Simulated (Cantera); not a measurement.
A perfectly stirred reactor is fed with 8.07 % CH4, 3.15 % H2, 18.6 % O2, 70.1 % N2, equivalence ratio 0.95, at 18.8 atm; it is adiabatic with a 650 K inlet, and is followed from long to short residence time, starting on the burning branch (τ in s: 0.22, 0.082, 0.031, 0.011, 0.0042, 0.0016, 0.00057, 0.00021, 7.9e-05, 2.9e-05, 1.1e-05).

Detailed kinetics in Cantera: GRI-Mech 3.0 (53 species, 325 reactions). The pressure lies above the range GRI-Mech 3.0 was tuned for (to about 10 atm).

x: mole fraction; the columns are a selection and need not sum to one.

```json
[
 {"τ (s)": "0.22", "T (K)": "2458", "x CH4": "…", "x H2": "0.00215", "x O2": "0.00986", "x CH2O": "1.49e-8", "x HO2": "3.73e-6"},
 {"τ (s)": "0.082", "T (K)": "2459", "x CH4": "…", "x H2": "0.00216", "x O2": "0.00993", "x CH2O": "3.97e-8", "x HO2": "3.76e-6"},
 {"τ (s)": "0.031", "T (K)": "2459", "x CH4": "…", "x H2": "0.00216", "x O2": "0.0101", "x CH2O": "1.04e-7", "x HO2": "3.82e-6"},
 {"τ (s)": "0.011", "T (K)": "2460", "x CH4": "…", "x H2": "0.00218", "x O2": "0.0105", "x CH2O": "2.90e-7", "x HO2": "3.97e-6"},
 {"τ (s)": "0.0042", "T (K)": "2459", "x CH4": "…", "x H2": "0.00224", "x O2": "0.0110", "x CH2O": "7.40e-7", "x HO2": "4.23e-6"},
 {"τ (s)": "0.0016", "T (K)": "2456", "x CH4": "…", "x H2": "0.00241", "x O2": "0.0117", "x CH2O": "1.85e-6", "x HO2": "4.68e-6"},
 {"τ (s)": "0.00057", "T (K)": "2444", "x CH4": "…", "x H2": "0.00284", "x O2": "0.0128", "x CH2O": "4.73e-6", "x HO2": "5.63e-6"},
 {"τ (s)": "0.00021", "T (K)": "2420", "x CH4": "…", "x H2": "0.00368", "x O2": "0.0145", "x CH2O": "1.09e-5", "x HO2": "7.70e-6"},
 {"τ (s)": "7.9e-5", "T (K)": "2379", "x CH4": "…", "x H2": "0.00501", "x O2": "0.0171", "x CH2O": "2.33e-5", "x HO2": "1.22e-5"},
 {"τ (s)": "2.9e-5", "T (K)": "2316", "x CH4": "…", "x H2": "0.00697", "x O2": "0.0212", "x CH2O": "4.96e-5", "x HO2": "2.27e-5"},
 {"τ (s)": "1.1e-5", "T (K)": "2222", "x CH4": "…", "x H2": "0.00962", "x O2": "0.0282", "x CH2O": "0.000113", "x HO2": "4.82e-5"}
]
```

Some entries are withheld; supply them.


- 0.22, x CH4: 8.18e-8
- 0.082, x CH4: 2.18e-7
- 0.031, x CH4: 5.72e-7
- 0.011, x CH4: 1.58e-6
- 0.0042, x CH4: 3.98e-6
- 0.0016, x CH4: 9.88e-6
- 0.00057, x CH4: 2.52e-5
- 0.00021, x CH4: 5.91e-5
- 7.9e-5, x CH4: 0.000131
- 2.9e-5, x CH4: 0.000303
- 1.1e-5, x CH4: 0.000806
